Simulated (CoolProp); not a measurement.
Vapour-liquid equilibrium of CH2F2 (R32) (1) + R227EA (2) at 1.03 kPa; x and y are mole fractions of (1).

The numbers come from the multi-fluid Helmholtz-energy mixture model, Tillner-Roth 1997 and Lemmon 2016; pair parameters Bell 2016 in CoolProp.

Problem. Give the bubble temperature and the first vapour's composition at x = 0.425, 0.725, 0.875. Is there an azeotrope?

Solution. x = 0.425: 163.2 K, y = 0.946; x = 0.725: 161.3 K, y = 0.967; x = 0.875: 160.7 K, y = 0.979. No azeotrope shows between x = 0.05 and 0.95.

Pair parameters are fitted to limited data, so mixtures are less certain than the pure fluids.
